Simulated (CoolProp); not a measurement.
Vapour-liquid equilibrium of benzene (1) + dimethyl carbonate (2) at 1450 kPa; x and y are mole fractions of (1).

Values from CoolProp's multi-fluid Helmholtz-energy mixture model, Thol 2012 and Zhou 2011; pair parameters Bell 2016.

Give the bubble temperature and the first vapour's composition at x = 0.725, 0.875, 0.95. Is there an azeotrope?

x = 0.725: 198.9 °C, y = 0.720; x = 0.875: 199.5 °C, y = 0.867; x = 0.95: 200.0 °C, y = 0.945. y crosses x between x = 0.65 and 0.725: the model has an azeotrope there.

Pair parameters are fitted to limited data, so mixtures are less certain than the pure fluids.
